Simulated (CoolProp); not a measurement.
A Linde-Hampson liquefier for ethylene: isothermal reversible compression at 320 K from 1 atm to 10 MPa, throttling to 1 atm, return gas leaving the recuperator 5 K below the feed. Each further row changes one setting.

Values from CoolProp's reference Helmholtz-energy equation of state, Smukala 2000.

| case | liquid yield per pass | compression work (kJ/kg of gas) |
|---|---|---|
| as stated | [?] | 386 |
| high pressure 20 MPa | [?] | [?] |
| warm-end temperature 350 K | [?] | [?] |
| warm-end gap 10 K | [?] | 386 |

Q: What belongs in the gaps?

A: 
- as stated, liquid yield per pass: 0.312
- high pressure 20 MPa, liquid yield per pass: 0.410
- high pressure 20 MPa, compression work (kJ/kg of gas): 418
- warm-end temperature 350 K, liquid yield per pass: 0.191
- warm-end temperature 350 K, compression work (kJ/kg of gas): 440
- warm-end gap 10 K, liquid yield per pass: 0.304
